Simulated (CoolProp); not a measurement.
A single-stage vapour-compression cycle with R507A: evaporating at 230.15 K (dew point), condensing at 292.15 K (bubble point), superheat 2 K, subcooling 0 K, compressor efficiency 0.7, no pressure losses. Each further row changes one setting.

Computed with CoolProp (reference Helmholtz-energy equation of state, Lemmon 2003). It is a pseudo-pure fit of the blend.

```json
[
 {"case": "as stated", "cooling COP": "1.79", "pressure ratio": "9.03", "discharge temperature (K)": "321.8", "refrigerating effect (kJ/kg)": "113", "volumetric capacity (kJ/m³)": "735"},
 {"case": "evaporating temperature 235.15 K", "cooling COP": "2.05", "pressure ratio": "7.20", "discharge temperature (K)": "318.4", "refrigerating effect (kJ/kg)": "___", "volumetric capacity (kJ/m³)": "935"},
 {"case": "condensing temperature 287.15 K", "cooling COP": "___", "pressure ratio": "7.85", "discharge temperature (K)": "315.6", "refrigerating effect (kJ/kg)": "120", "volumetric capacity (kJ/m³)": "783"},
 {"case": "subcooling 5 K", "cooling COP": "___", "pressure ratio": "9.03", "discharge temperature (K)": "321.8", "refrigerating effect (kJ/kg)": "120", "volumetric capacity (kJ/m³)": "783"},
 {"case": "superheat 12 K", "cooling COP": "1.82", "pressure ratio": "9.03", "discharge temperature (K)": "332.7", "refrigerating effect (kJ/kg)": "___", "volumetric capacity (kJ/m³)": "749"},
 {"case": "compressor efficiency 0.6", "cooling COP": "___", "pressure ratio": "9.03", "discharge temperature (K)": "331.8", "refrigerating effect (kJ/kg)": "113", "volumetric capacity (kJ/m³)": "735"}
]
```

Problem. What belongs in the gaps?

Solution. 
- evaporating temperature 235.15 K, refrigerating effect (kJ/kg): 116
- condensing temperature 287.15 K, cooling COP: 2.04
- subcooling 5 K, cooling COP: 1.91
- superheat 12 K, refrigerating effect (kJ/kg): 121
- compressor efficiency 0.6, cooling COP: 1.54
